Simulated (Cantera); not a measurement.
An isothermal, constant-pressure homogeneous reactor starts with N2O : N2 = 1 : 28 (molar parts), at 1300 K and 0.0267 bar.

Detailed kinetics in Cantera: GRI-Mech 3.0 (53 species, 325 reactions). GRI-Mech 3.0 was tuned for natural gas; its chemistry of N2O as a main component is partial and can be far from experiment. Radical loss at walls, strong at low pressure, is not modelled. The mechanism lacks 2 NO + O2 → 2 NO2 and HONO, so NO2 and the effect of NO are under-described below about 1400 K.

x: mole fraction; the columns are a selection and need not sum to one.

```tsv
t (s)	x N2O	x NO	x O2	x NO2	x N2	x O
1.00e-5	0.0345	5.24e-12	1.50e-11	<1e-12	0.966	___
3.53e-5	0.0345	6.45e-11	1.85e-10	<1e-12	0.966	___
0.000125	0.0345	7.93e-10	2.27e-9	<1e-12	0.966	___
0.000440	0.0345	9.67e-9	2.77e-8	<1e-12	0.966	___
0.00155	0.0345	1.11e-7	3.19e-7	<1e-12	0.966	___
0.00548	0.0345	1.08e-6	3.11e-6	2.43e-12	0.966	___
0.0193	0.0344	7.10e-6	2.04e-5	1.01e-10	0.966	7.51e-6
0.0682	0.0343	3.06e-5	8.77e-5	1.65e-9	0.966	7.64e-6
0.241	0.0337	0.000113	0.000323	1.55e-8	0.966	7.64e-6
0.850	0.0318	0.000392	0.00112	8.30e-8	0.967	7.63e-6
3.00	0.0259	0.00125	0.00360	3.00e-7	0.969	7.61e-6
```

Q: Complete the blanks.

A: 
- 1.00e-5, x O: 1.62e-8
- 3.53e-5, x O: 5.72e-8
- 0.000125, x O: 2.00e-7
- 0.000440, x O: 6.83e-7
- 0.00155, x O: 2.15e-6
- 0.00548, x O: 5.26e-6
